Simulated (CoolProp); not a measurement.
Vapour-liquid equilibrium of m-xylene (1) + o-xylene (2) at 1.5 bar; x and y are mole fractions of (1).

Model: multi-fluid Helmholtz-energy mixture model, Zhou 2012 and Zhou 2012; pair parameters Bell 2016, in CoolProp.

Give the bubble temperature and the first vapour's composition at x = 0.05, 0.35, 0.65. Is there an azeotrope?

x = 0.05: 432.7 K, y = 0.056; x = 0.35: 431.0 K, y = 0.380; x = 0.65: 429.3 K, y = 0.679. No azeotrope shows between x = 0.05 and 0.95.

Pair parameters are fitted to limited data, so mixtures are less certain than the pure fluids.
